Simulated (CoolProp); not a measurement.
Properties of benzene along the isotherm 620 K (Tc = 562.0 K, pc = 49.06 bar, ω = 0.211).

Values from CoolProp's reference Helmholtz-energy equation of state, Thol 2012.

```tsv
p (bar)	phase	density (kg/m³)	speed of sound (m/s)	viscosity (µPa s)	conductivity (mW/(m K))
2.73	gas	4.194	260.5	15.5	43.4
5.45	gas	8.493	257.2	15.6	43.6
8.18	gas	12.94	253.9	15.6	43.9
10.9	gas	17.50	250.6	15.7	44.1
13.6	gas	22.17	247.2	15.7	44.4
16.4	gas	27.18	243.6	15.7	44.7
19.1	gas	32.18	240.1	15.8	45.0
21.8	gas	37.37	236.5	15.8	45.4
24.5	gas	42.75	232.8	15.9	45.8
```

Viscosity comes from a separate model (Avgeri 2014). Thermal conductivity comes from a separate model (Assael 2012).
